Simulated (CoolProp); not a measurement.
Saturation properties of methanol (Tc = 240.2 °C, pc = 8216 kPa, ω = 0.565).

Values from CoolProp's reference Helmholtz-energy equation of state, de Reuck 1993.

```
T (°C)  p (kPa)  vapour density (kg/m³)  enthalpy of vaporisation (kJ/kg)  surface tension (mN/m)  liquid viscosity (µPa s)
------  -------  ----------------------  --------------------------------  ----------------------  ------------------------
-32.05   0.3984                0.006400                              1245                       …                      1490
-29.55   0.4891                0.007781                              1243                    27.0                      1410
-27.15   0.5930                0.009347                              1240                    26.7                      1340
-24.75   0.7161                       …                                 …                    26.5                      1280
-22.25   0.8680                 0.01343                              1234                    26.3                      1210
-19.85    1.040                 0.01594                              1231                    26.0                      1160
-17.35    1.250                 0.01899                              1228                    25.8                      1100
-14.95    1.487                 0.02239                              1225                    25.6                      1050
-12.55    1.762                 0.02630                                 …                    25.4                      1010
-10.05    2.095                 0.03100                              1218                       …                       962
-7.65         …                 0.03618                              1215                    24.9                       921
-5.15     2.911                 0.04235                              1212                    24.7                       881
```

Question: Fill in the missing entries.

Answer: 
- -32.05, surface tension (mN/m): 27.2
- -24.75, vapour density (kg/m³): 0.01118
- -24.75, enthalpy of vaporisation (kJ/kg): 1237
- -12.55, enthalpy of vaporisation (kJ/kg): 1222
- -10.05, surface tension (mN/m): 25.2
- -7.65, p (kPa): 2.465

It boils at 64.5 °C under 1 atm.

Viscosity comes from a separate model (Xiang 2006). Surface tension comes from a separate correlation (Mulero 2012).
